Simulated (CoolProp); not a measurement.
The fluid at 373.39 K and 0.151 MPa flows at 0.65 m/s in a round tube of 1 mm bore and 1.5 µm roughness, fully developed (64/Re and Nu = 3.66 if laminar; Colebrook and Gnielinski if turbulent). The same conditions are run with several fluids, on thermodynamics alone (safety and materials aside).

Model: reference Helmholtz-energy equation of state of each fluid (R13: Platzer 1990; n-pentane: Thol 2019; R407C: Lemmon 2003; R22: Kamei 1995; methanol: de Reuck 1993), in CoolProp. The equations of Platzer and Polt are older, rougher fits. Blends and air are pseudo-pure fits.

**Question.** Rank R13, n-pentane, R407C, R22, methanol by Reynolds number, highest first.

**Answer.** n-pentane (282), R13 (189), R407C (178), R22 (160), methanol (86.9)

| fluid | Darcy friction factor | pressure drop (Pa/m) | heat-transfer coefficient (W/(m² K)) | mass flow (kg/h) |
|---|---|---|---|---|
| R13 | 0.339 | 366 | 63.6 | 0.00940 |
| n-pentane | 0.227 | 174 | 83.2 | 0.00668 |
| R407C | 0.359 | 322 | 69.6 | 0.00779 |
| R22 | 0.399 | 358 | 61.7 | 0.00781 |
| methanol | 0.736 | 250 | 83.2 | 0.00295 |

Transport values come from each fluid's own correlations; those of R13, n-pentane, R22 are estimates that may be off by 10 % or more.
